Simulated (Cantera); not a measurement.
Input: 1 mol Si, 3 mol N2O, 8.4 mol N2, at 1850 K and 7.50 Torr.

These are equilibrium values from Cantera (NASA tables, ideal gas, pure condensed phases), not measurements of a reactor. Candidate condensed phases: Si, SiO2, Si2N2O, Si3N4; 16 gas species. The tables hold silica as quartz up to 1696 K and as liquid above; real silica turns to tridymite and cristobalite and melts near 1996 K. The numbers say what is thermodynamically allowed, not how fast it happens.

Base state: N2 0.957, O2 0.0406, NO 0.00238, O 0.000389 (mole fractions); condensed: SiO2(condensed).

**Question.** What changes in the equilibrium state with this change: 0.076 mol Cl2 added?

**Answer.** 
| species | before | after |
|---|---|---|
| N2 | 0.957 | 0.945 |
| O2 | 0.0406 | 0.0401 |
| Cl | 0 | 0.0126 |
| Cl2 | 0 | 1.00e-5 |
| NO | 0.00238 | 0.00235 |
| SiO2(condensed), mol | 1.000 | 1.000 |

**Question.** What changes in the equilibrium state with this change: temperature from 1850 K to 1050 K?

**Answer.** 
```json
[
 {"species": "N2", "before": "0.957", "after": "0.958"},
 {"species": "O2", "before": "0.0406", "after": "0.0420"},
 {"species": "NO", "before": "0.00238", "after": "2.60e-5"},
 {"species": "O", "before": "0.000389", "after": "1.37e-9"},
 {"species": "SiO2(condensed), mol", "before": "1.000", "after": "0"},
 {"species": "SiO2(β-quartz), mol", "before": "0", "after": "1.00"}
]
```
